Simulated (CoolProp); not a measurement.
Model: reference Helmholtz-energy equation of state, Thol 2012, in CoolProp.

Q: For benzene, give the phase and the Z, expansivity (1/kK), conductivity (mW/(m K)), Prandtl number at 252.75 °C and 63.5 bar; 279.65 °C and 63.5 bar; 346.85 °C and 63.5 bar.

A: 
- 252.75 °C and 63.5 bar: liquid; Z 0.193, expansivity 3.54, conductivity 79.5, Prandtl number 2.87
- 279.65 °C and 63.5 bar: liquid; Z 0.208, expansivity 6.19, conductivity 72.2, Prandtl number 2.81
- 346.85 °C and 63.5 bar: supercritical; Z 0.594, expansivity 8.57, conductivity 57.2, Prandtl number 1.09

Viscosity comes from a separate model (Avgeri 2014). Thermal conductivity comes from a separate model (Assael 2012).
